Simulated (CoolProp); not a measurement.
A closed Brayton cycle with dry air: compressor inlet 318.15 K and 8 MPa, high pressure 26 MPa, turbine inlet 855 K, compressor efficiency 0.85, turbine efficiency 0.93, recuperator effectiveness 0.9 (on enthalpy, no pinch check). Each further row changes one setting.

Model: reference Helmholtz-energy equation of state, Lemmon 2000, in CoolProp. It is a pseudo-pure fit of the blend.

| case | thermal efficiency (%) | net work (kJ/kg) | compressor to turbine work | compressor exit (K) | turbine exit (K) |
|---|---|---|---|---|---|
| as stated | 32.1 | 85.9 | 0.65 | 469.4 | 641.2 |
| turbine inlet 805 K | 28.7 | 71.6 | 0.69 | 469.4 | 601.7 |
| compressor inlet 328.15 K | 30.4 | 80.6 | 0.67 | 484.0 | 641.2 |
| high pressure 22.1 MPa | 33.6 | 81.8 | 0.62 | 445.5 | 667.4 |
| recuperator effectiveness 0.5 | 25.2 | 85.9 | 0.65 | 469.4 | 641.2 |
